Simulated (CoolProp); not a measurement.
Properties of sulfur dioxide at several states (Tc = 157.5 °C, pc = 78.87 bar, ω = 0.256).

The numbers come from the reference Helmholtz-energy equation of state, Gao 2016 in CoolProp.

| T (°C) | p (bar) | phase | density (kg/m³) | Joule-Thomson coefficient (K/MPa) | isothermal compressibility (1/MPa) |
|---|---|---|---|---|---|
| 98.75 | 11.8 | gas | (withheld) | (withheld) | 0.9435 |
| 208.35 | 37.6 | gas | (withheld) | (withheld) | (withheld) |
| -64.35 | 20 | liquid | (withheld) | -0.3061 | (withheld) |
| 204.35 | 3.44 | gas | 5.610 | (withheld) | 2.938 |

Q: Fill in the missing entries.

A: 
- 98.75, density (kg/m³): 26.98
- 98.75, Joule-Thomson coefficient (K/MPa): 18.90
- 208.35, density (kg/m³): 68.30
- 208.35, Joule-Thomson coefficient (K/MPa): 9.249
- 208.35, isothermal compressibility (1/MPa): 0.3044
- -64.35, density (kg/m³): 1602
- -64.35, isothermal compressibility (1/MPa): 0.0006245
- 204.35, Joule-Thomson coefficient (K/MPa): 9.493
